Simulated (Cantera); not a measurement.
# Equilibrium for chemical vapour transport: Fe2O3 + H2O + H2

Charge: 1 mol Fe2O3, 0.024 mol H2O, 0.32 mol H2, equilibrated at 10.0 mbar.

Cantera equilibrium calculation (NASA polynomials, part measured and part estimated; ideal gas, pure solids and liquids). Candidate condensed phases: Fe, FeO, Fe(OH)2, Fe(OH)3, Fe2O3, Fe3O4, H2O; 12 gas species. Mutual solubility and eutectic melting of coexisting phases are not modelled. The numbers say what is thermodynamically allowed, not how fast it happens.

From 602 °C to 1102 °C the condensed part is Fe2O3(s) + Fe3O4(s). At 1152 °C the condensed part is Fe3O4(s).

| T (°C) | x H2O | x O2 | x OH | x H2 | x O | x Fe(OH)2 | n Fe2O3(s) | n Fe3O4(s) |
|---|---|---|---|---|---|---|---|---|
| 602 | 1.000 | <1e-12 | 9.85e-11 | 1.39e-5 | <1e-12 | 2.21e-11 | 0.0400 | 0.640 |
| 652 | 1.000 | 2.95e-11 | 8.12e-10 | 1.44e-5 | <1e-12 | 9.49e-11 | 0.0400 | 0.640 |
| 702 | 1.000 | 7.39e-10 | 5.36e-9 | 1.50e-5 | <1e-12 | 3.51e-10 | 0.0400 | 0.640 |
| 752 | 1.000 | 1.32e-8 | 2.93e-8 | 1.57e-5 | <1e-12 | 1.14e-9 | 0.0400 | 0.640 |
| 802 | 1.000 | 1.78e-7 | 1.36e-7 | 1.66e-5 | 5.54e-12 | 3.34e-9 | 0.0400 | 0.640 |
| 852 | 1.000 | 1.88e-6 | 5.52e-7 | 1.76e-5 | 6.33e-11 | 8.90e-9 | 0.0400 | 0.640 |
| 902 | 1.000 | 1.62e-5 | 1.98e-6 | 1.86e-5 | 5.87e-10 | 2.18e-8 | 0.0400 | 0.640 |
| 952 | 1.000 | 0.000116 | 6.40e-6 | 1.97e-5 | 4.52e-9 | 4.96e-8 | 0.0398 | 0.640 |
| 1002 | 0.999 | 0.000706 | 1.88e-5 | 2.08e-5 | 2.97e-8 | 1.06e-7 | 0.0386 | 0.641 |
| 1052 | 0.996 | 0.00375 | 5.09e-5 | 2.18e-5 | 1.69e-7 | 2.12e-7 | 0.0322 | 0.645 |
| 1102 | 0.982 | 0.0176 | 0.000127 | 2.26e-5 | 8.44e-7 | 4.01e-7 | 0.00298 | 0.665 |
| 1152 | 0.981 | 0.0190 | 0.000214 | 4.69e-5 | 1.91e-6 | 9.18e-7 | 0 | 0.667 |
x: gas mole fraction; n: condensed amount in mol.
